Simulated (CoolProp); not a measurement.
The fluid at 459.52 K and 9.52 MPa flows at 2.3 m/s in a round tube of 50 mm bore and 45 µm roughness, fully developed (64/Re and Nu = 3.66 if laminar; Colebrook and Gnielinski if turbulent). The same conditions are run with several fluids, on thermodynamics alone (safety and materials aside).

Computed with CoolProp (reference Helmholtz-energy equation of state of each fluid (propane: Lemmon 2009; n-butane: Bücker 2006; sulfur hexafluoride: Guder 2009; propylene: Lemmon 2013; carbon dioxide: Span 1996)).

Question: Rank propane, n-butane, sulfur hexafluoride, propylene, carbon dioxide by Reynolds number, highest first.

Answer: sulfur hexafluoride (1570000), n-butane (973000), propane (952000), propylene (801000), carbon dioxide (574000)

```csv
fluid,Darcy friction factor,pressure drop (Pa/m),heat-transfer coefficient (W/(m² K)),mass flow (kg/h)
propane,0.0195,180,3070,2840
n-butane,0.0195,366,5070,5770
sulfur hexafluoride,0.0194,452,2540,7180
propylene,0.0196,163,2510,2560
carbon dioxide,0.0197,126,868,1960
```

Transport values come from each fluid's own correlations; those of propylene are estimates that may be off by 10 % or more.
